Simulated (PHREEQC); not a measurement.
Solution (20 °C): 0.0019 mol CO2 and 7.5e-05 mol (CH3)4NCl per kg of water. Closed to the air; pH follows from the charge balance.

Equilibrium calculation in PHREEQC: ion-association model, phreeqc.dat.

This is a speciation only: nothing precipitates in the calculation.

Predict the pH.

pH 4.55.

In which forms is C present?

CO2 99 %, HCO3- 1.5 % of the C.

(CH3)4N+ isn't in the database: it is added as a free cation with an ion size of 4 Å.
